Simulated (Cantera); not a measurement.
A closed system holds: 1 mol SiH₄, 8.5 mol NO, 18 mol H₂, equilibrated at 0.490 bar.

Cantera equilibrium calculation (NASA polynomials, part measured and part estimated; ideal gas, pure solids and liquids). Candidate condensed phases: H₂O, Si, SiO₂, Si₂N₂O, Si₃N₄; 35 gas species. The tables hold silica as quartz up to 1696 K and as liquid above; real silica turns to tridymite and cristobalite and melts near 1996 K. Gases not in the tables: Si(OH)₄. Rates play no part.

x: gas mole fraction; n: condensed amount in mol.

```
T (K)   x H₂  x H₂O   x N₂     x NH₃       x H      x OH  n SiO₂(α-quartz)  n SiO₂(β-quartz)  n SiO₂(condensed)
-----  -----  -----  -----  --------  --------  --------  ----------------  ----------------  -----------------
573    0.551  0.270  0.173   0.00564    <1e-12    <1e-12              1.00                 0                  0
673    0.556  0.268  0.175   0.00114    <1e-12    <1e-12              1.00                 0                  0
773    0.556  0.268  0.175  0.000337    <1e-12    <1e-12              1.00                 0                  0
873    0.557  0.268  0.175  0.000129  4.99e-11    <1e-12                 0              1.00                  0
973    0.557  0.268  0.175   5.96e-5   1.15e-9    <1e-12                 0              1.00                  0
1073   0.557  0.268  0.175   3.15e-5   1.49e-8  2.69e-11                 0              1.00                  0
1173   0.557  0.268  0.175   1.85e-5   1.26e-7  4.17e-10                 0              1.00                  0
1273   0.557  0.268  0.175       ___       ___       ___                 0              1.00                  0
1373   0.557  0.268  0.175   8.01e-6   3.55e-6   3.05e-8                 0              1.00                  0
1473   0.557  0.268  0.175   5.73e-6   1.35e-5   1.69e-7                 0              1.00                  0
1573   0.557  0.268  0.175       ___       ___       ___                 0             1.000                  0
1673   0.557  0.268  0.175   3.31e-6  0.000121   2.81e-6                 0             1.000                  0
1773   0.556  0.268  0.175   2.63e-6  0.000303   9.05e-6                 0                 0              1.000
```

Q: Complete the blanks.

A: 
- 1273, x NH₃: 1.18e-5
- 1273, x H: 7.60e-7
- 1273, x OH: 4.22e-9
- 1573, x NH₃: 4.28e-6
- 1573, x H: 4.33e-5
- 1573, x OH: 7.53e-7
